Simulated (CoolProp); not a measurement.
Saturation properties of dodecamethylpentasiloxane (MD3M) (Tc = 628.0 K, pc = 954.0 kPa, ω = 0.730).

Values from CoolProp's reference Helmholtz-energy equation of state, Thol 2019.

| T (K) | p (kPa) | liquid density (kg/m³) | vapour Z |
|---|---|---|---|
| 478.3 | 55.24 | 684.4 | 0.9299 |
| 483.9 | 63.82 | 677.7 | 0.9223 |
| 489.5 | … | 670.9 | 0.9142 |
| 495.2 | 84.33 | 663.9 | 0.9053 |
| 500.8 | 96.25 | 656.9 | … |
| 506.4 | 109.4 | 649.7 | 0.8860 |
| 512 | 124.0 | 642.3 | 0.8754 |
| 517.6 | 140.0 | 634.8 | 0.8642 |
| 523.2 | 157.6 | 627.2 | … |
| 528.8 | 176.9 | 619.3 | 0.8395 |
| 534.4 | … | 611.2 | … |
| 540 | 221.0 | 602.9 | 0.8117 |
| 545.7 | 246.4 | 594.1 | … |

**Question.** What belongs in the gaps?

**Answer.** 
- 489.5, p (kPa): 73.43
- 500.8, vapour Z: 0.8960
- 523.2, vapour Z: 0.8522
- 534.4, p (kPa): 198.0
- 534.4, vapour Z: 0.8260
- 545.7, vapour Z: 0.7962

It boils at 503.0 K under 1 atm.
